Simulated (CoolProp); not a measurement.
The fluid at 293.15 K and 2.85 MPa is throttled through a valve to 1.07 MPa with no heat exchange. The same conditions are run with several fluids, on thermodynamics alone (safety and materials aside).

Model: reference Helmholtz-energy equation of state of each fluid (hexamethyldisiloxane (MM): Thol 2016; n-heptane: Span 2003; chloromethane (R40): Thol 2014; cis-2-butene: Lemmon 2005; dodecamethylcyclohexasiloxane (D6): Colonna 2008), in CoolProp.

| fluid | temperature change (K) | final density (kg/m³) |
|---|---|---|
| hexamethyldisiloxane (MM) | (withheld) | 766 |
| n-heptane | +0.8 | (withheld) |
| chloromethane (R40) | (withheld) | (withheld) |
| cis-2-butene | +0.6 | (withheld) |
| dodecamethylcyclohexasiloxane (D6) | +0.8 | (withheld) |

### Question
Some entries are withheld; supply them.

### Answer

- hexamethyldisiloxane (MM), temperature change (K): +0.7
- n-heptane, final density (kg/m³): 684
- chloromethane (R40), temperature change (K): +0.4
- chloromethane (R40), final density (kg/m³): 922
- cis-2-butene, final density (kg/m³): 622
- dodecamethylcyclohexasiloxane (D6), final density (kg/m³): 975
